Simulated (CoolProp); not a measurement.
Water along the isotherm 688.9 K: fugacity coefficient from the reference equation and from simpler models built on Tc = 647.1 K, pc = 22.06 MPa, ω = 0.344; each cubic takes its own stable root.

Model: reference Helmholtz-energy equation of state, Wagner 2002, in CoolProp.

```tsv
p (MPa)	phase	reference
3.94	gas	0.9535
7.88	gas	0.9069
11.8	gas	0.8606
15.8	gas	0.8134
19.7	gas	0.7672
23.6	supercritical	0.7208
27.6	supercritical	0.6727
31.5	supercritical	0.6251
35.5	supercritical	0.5775
39.4	supercritical	0.5363
43.3	supercritical	0.5011
47.3	supercritical	0.4705
51.2	supercritical	0.4449
55.2	supercritical	0.4223
```

**Question.** How far does each simpler model (van der Waals, Redlich-Kwong) lie from the reference over these 14 states: mean and median of the absolute difference, and the worst?

**Answer.** 
- van der Waals: mean 2.1 %, median 0.8 %, worst +8.0 % at 688.9 K and 55.2 MPa
- Redlich-Kwong: mean 1.4 %, median 1.2 %, worst +3.7 % at 688.9 K and 55.2 MPa
